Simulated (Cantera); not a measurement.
An isothermal, constant-pressure homogeneous reactor starts with 6.25 % C2H6, 93.8 % H2, at 1450 K and 10.5 Torr.

Model: GRI-Mech 3.0 (53 species, 325 reactions), integrated in Cantera. GRI-Mech 3.0 stops at C3 and has no aromatics, soot or wall deposition, so with more carbon than oxygen in the feed, carbon stays in small species such as C2H2 where larger ones or solid carbon would form. Radical loss at walls, strong at low pressure, is not modelled.

Problem. Predict: x(C2H6) at 30.0 s; x(H2) at 30.0 s; x(C2H2) at 30.0 s; x(C2H4) at 30.0 s; x(H) at 30.0 s.

Solution. 
```
Property                                               Value
-----------------  -----------------------------------------
x(C2H6) at 30.0 s    1.88e-6 (gas-phase equilibrium 5.61e-8)
x(H2) at 30.0 s          0.919 (gas-phase equilibrium 0.942)
x(C2H2) at 30.0 s      0.0348 (gas-phase equilibrium 0.0533)
x(C2H4) at 30.0 s  0.000256 (gas-phase equilibrium 0.000332)
x(H) at 30.0 s       5.85e-5 (gas-phase equilibrium 7.81e-5)
```
